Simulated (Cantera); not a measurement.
## Pyrogenic steam for wet oxidation

An isothermal, constant-pressure homogeneous reactor starts with H₂ : O₂ : N₂ = 0.76 : 1 : 6.1 (molar parts), at 1248 K and 0.310 bar.

Cantera simulation using GRI-Mech 3.0 (53 species, 325 reactions); the numbers are that mechanism's predictions, not measurements. The temperature is held fixed by assumption; the heat of reaction is taken as removed at once.

| t (s) | x H₂ | x O₂ | x HO₂ | x H | x NO |
|---|---|---|---|---|---|
| 0.000200 | 0.0162 | 0.0884 | 1.66e-5 | 0.0336 | 1.17e-6 |
| 0.000629 | 0.00235 | 0.0824 | 1.58e-5 | 0.00327 | 7.00e-6 |
| 0.00198 | 0.000193 | 0.0827 | 6.24e-6 | 6.08e-5 | 7.18e-6 |
| 0.00621 | 1.65e-5 | 0.0828 | 1.00e-6 | 1.69e-6 | 7.15e-6 |
| 0.0195 | 2.28e-6 | 0.0829 | 1.81e-7 | 1.08e-7 | 7.15e-6 |
| 0.0614 | 4.74e-7 | 0.0829 | 4.37e-8 | 1.18e-8 | 7.17e-6 |
| 0.193 | 1.25e-7 | 0.0829 | 1.45e-8 | 1.72e-9 | 7.18e-6 |
| 0.607 | 4.12e-8 | 0.0829 | 8.58e-9 | 3.34e-10 | 7.18e-6 |
| 1.91 | 2.27e-8 | 0.0829 | 8.33e-9 | 1.36e-10 | 7.17e-6 |
| 6.00 | 2.12e-8 | 0.0829 | 8.39e-9 | 1.23e-10 | 7.17e-6 |
x: mole fraction; the columns are a selection and need not sum to one.

Equilibrium at this temperature and pressure: H₂ 2.12e-8, O₂ 0.0828, HO₂ 8.39e-9, H 1.23e-10, NO 0.000179 (gas phase only).
